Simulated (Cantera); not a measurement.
**NO annealing gas**

An isothermal, constant-pressure homogeneous reactor starts with NO : N₂ = 1 : 0.19 (molar parts), at 1848 K and 0.0133 bar.

Model: GRI-Mech 3.0 (53 species, 325 reactions), integrated in Cantera. Radical loss at walls, strong at low pressure, is not modelled.

| t (s) | x NO | x N₂ | x NO₂ | x O | x O₂ | x N₂O |
|---|---|---|---|---|---|---|
| 8.00e-5 | 0.840 | 0.160 | 1.77e-10 | 2.65e-7 | 8.16e-11 | 2.65e-7 |
| 0.000352 | 0.840 | 0.160 | 3.46e-9 | 1.17e-6 | 1.61e-9 | 1.16e-6 |
| 0.00155 | 0.840 | 0.160 | 6.43e-8 | 5.12e-6 | 3.07e-8 | 5.10e-6 |
| 0.00684 | 0.840 | 0.160 | 1.11e-6 | 2.23e-5 | 6.11e-7 | 2.18e-5 |
| 0.0301 | 0.840 | 0.160 | 1.20e-5 | 9.44e-5 | 1.53e-5 | 8.40e-5 |
| 0.133 | 0.839 | 0.160 | 2.80e-5 | 0.000236 | 0.000346 | 0.000206 |
| 0.585 | 0.835 | 0.162 | 3.35e-5 | 0.000271 | 0.00258 | 0.000233 |
| 2.58 | 0.814 | 0.172 | 5.03e-5 | 0.000324 | 0.0128 | 0.000213 |
| 11.3 | 0.721 | 0.219 | 9.24e-5 | 0.000484 | 0.0590 | 0.000149 |
| 50.0 | 0.386 | 0.387 | 0.000102 | 0.000816 | 0.227 | 3.49e-5 |
x: mole fraction; the columns are a selection and need not sum to one.

Equilibrium at this temperature and pressure: NO 0.00589, N₂ 0.577, NO₂ 2.18e-6, O 0.00107, O₂ 0.416, N₂O 3.32e-8 (gas phase only).
